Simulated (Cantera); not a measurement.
A closed system holds: 1 mol SrCl2, 370 mol H2, held at 623.15 K and 0.840 bar.

Equilibrium computed with Cantera from the NASA thermochemical tables; the gas is ideal and each condensed phase is pure. Candidate condensed phases: Sr, SrCl2; 8 gas species. The numbers say what is thermodynamically allowed, not how fast it happens.

Q: What is the equilibrium state?

A: x(H2): 1.00
n(SrCl2(s)): 1.00 mol
gas amount: 370.0 mol
log10 activity of Sr(s) (absent): -17.35
